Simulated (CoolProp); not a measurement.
Vapour-liquid equilibrium of ethane (1) + n-pentane (2) at 266.2 K; x and y are mole fractions of (1).

Computed with CoolProp (multi-fluid Helmholtz-energy mixture model, Bücker 2006 and Thol 2019; pair parameters Kunz 2012).

Give the bubble pressure and the first vapour's composition at x = 0.35, 0.65, 0.8. Is there an azeotrope?

x = 0.35: 667.7 kPa, y = 0.977; x = 0.65: 1232 kPa, y = 0.990; x = 0.8: 1530 kPa, y = 0.994. No azeotrope shows between x = 0.05 and 0.95.

Pair parameters are fitted to limited data, so mixtures are less certain than the pure fluids.
